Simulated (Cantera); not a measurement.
Input: 1 mol Si(CH3)4, 1.3 mol C2H2, 1.8 mol H2, equilibrated at 2325 K and 10.0 mbar.

Method: chemical equilibrium by Gibbs-energy minimisation in Cantera with the NASA 1993 tables (ideal gas, pure condensed phases). Candidate condensed phases: C, C6H6, C7H8, C8H18, Si, SiC; 87 gas species. Gases not in the tables: Si2H6 and higher silanes. The numbers say what is thermodynamically allowed, not how fast it happens.

Q: What is the equilibrium state?

A: 
```
Item                                  Value
--------------------------------  ---------
x(H2)                                 0.870
x(H)                                  0.103
x(Si)                                0.0178
x(C2H2 (acetylene))                 0.00426
x(SiC2)                             0.00268
x(Si2C)                             0.00157
x(SiH)                             0.000585
x(SiH2)                             6.94e-5
x(Si2)                              5.54e-5
n(C(graphite))                     5.69 mol
n(SiC(s))                         0.760 mol
gas amount                        9.825 mol
log10 activity of Si(l) (absent)      -0.81
```
